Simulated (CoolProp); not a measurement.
Computed with CoolProp (reference Helmholtz-energy equation of state, Lemmon 2006). It is a short technical equation, of lower accuracy than the large ones.

Task: For acetone, give the phase and the cp (kJ/(kg K)), cv (kJ/(kg K)), Joule-Thomson coefficient (K/MPa) at 550 K and 0.169 MPa.

Result: 
- 550 K and 0.169 MPa: gas; cp 2.01, cv 1.85, Joule-Thomson coefficient 8.86
